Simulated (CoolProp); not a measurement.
Vapour-liquid equilibrium of 1-butene (1) + acetone (2) at 1.03 bar; x and y are mole fractions of (1).

The numbers come from the multi-fluid Helmholtz-energy mixture model, Lemmon 2005 and Lemmon 2006; pair parameters Bell 2016 in CoolProp.

Q: Give the bubble temperature and the first vapour's composition at x = 0.35, 0.65, 0.95. Is there an azeotrope?

A: x = 0.35: 276.7 K, y = 0.914; x = 0.65: 271.8 K, y = 0.943; x = 0.95: 268.1 K, y = 0.984. No azeotrope shows between x = 0.05 and 0.95.

Pair parameters are fitted to limited data, so mixtures are less certain than the pure fluids. With so large a gap from Raoult's law the liquid may split in two, which this calculation doesn't test in full.
